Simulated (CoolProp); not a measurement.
Computed with CoolProp (reference Helmholtz-energy equation of state, Lemmon 2006). It is a short technical equation, of lower accuracy than the large ones.

### Question
For nitrous oxide, give the phase and the cv (kJ/(kg K)) at 184.85 °C and 299 kPa; 184.85 °C and 1260 kPa; 184.85 °C and 5320 kPa.

### Answer
- 184.85 °C and 299 kPa: gas; cv 0.825
- 184.85 °C and 1260 kPa: gas; cv 0.829
- 184.85 °C and 5320 kPa: gas; cv 0.845
